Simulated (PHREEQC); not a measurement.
0.43 g of hydrous ferric oxide (600 m²/g; 0.2 weak and 0.005 strong sites per Fe, Dzombak-Morel constants, diffuse double layer) in 1 kg of water with 0.1 mol/kgw of an inert sodium salt and 9e-06 mol MgCl2 and 0.0022 mol CuCl2, at 25 °C; the pH is set by adding NaOH or the inert anion's acid. Oxygen is held at 0.21 atm. No CO2 enters from the air. No solid was allowed to form.

Computed with PHREEQC (ion-association model, wateq4f.dat).

Q: Predict Cu sorbed (%), surface charge σ (C/m²) at pH = 3, 7.5.

A: 
| pH | Cu sorbed (%) | surface charge σ (C/m²) |
|---|---|---|
| 3 | 0.0 | 0.364 |
| 7.5 | 36.8 | 0.244 |

Along this series the solution becomes supersaturated in solids that the run did not let form, among them Cu(OH)2, Atacamite. Complexes and solids missing from the database can't appear. The database's constant for dissolved Cu(OH)2 is higher than later reviews accept. The oxide is taken as insoluble; below pH 4 it would dissolve.
